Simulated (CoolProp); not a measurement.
Vapour-liquid equilibrium of n-hexane (1) + hexamethyldisiloxane (MM) (2) at 0.0021 MPa; x and y are mole fractions of (1).

Values from CoolProp's multi-fluid Helmholtz-energy mixture model, Thol 2019 and Thol 2016; pair parameters Bell 2016.

### Question
Give the bubble temperature and the first vapour's composition at x = 0.35, 0.65, 0.95. Is there an azeotrope?

### Answer
x = 0.35: -4.6 °C, y = 0.687; x = 0.65: -11.8 °C, y = 0.905; x = 0.95: -17.4 °C, y = 0.993. No azeotrope shows between x = 0.05 and 0.95.

The pair parameters rest on a limited set of measurements; away from them the model extrapolates.
